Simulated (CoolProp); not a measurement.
Vapour-liquid equilibrium of CH2F2 (R32) (1) + R236FA (2) at 0.00721 MPa; x and y are mole fractions of (1).

Computed with CoolProp (multi-fluid Helmholtz-energy mixture model, Tillner-Roth 1997 and Pan 2012; pair parameters Bell 2016).

| x | bubble temperature (K) | y at the bubble point | dew temperature at overall composition x (K) | liquid density (mol/L) |
|---|---|---|---|---|
| 0.05 | 213.1 | (withheld) | 221.4 | 10.97 |
| 0.2 | 198.3 | (withheld) | 219.1 | 12.39 |
| 0.35 | 191.4 | 0.947 | 216.4 | 13.91 |
| 0.5 | 187.5 | 0.971 | 213.2 | 15.68 |
| 0.65 | (withheld) | 0.983 | 209.0 | 17.82 |
| 0.8 | 182.9 | 0.991 | 203.0 | 20.50 |
| 0.95 | 181.2 | (withheld) | 191.0 | 23.98 |

Q: Complete the blanks.

A: 
- 0.05, y at the bubble point: 0.502
- 0.2, y at the bubble point: 0.877
- 0.65, bubble temperature (K): 184.9
- 0.95, y at the bubble point: 0.998

No azeotrope shows between x = 0.05 and 0.95.

The pair parameters rest on a limited set of measurements; away from them the model extrapolates.
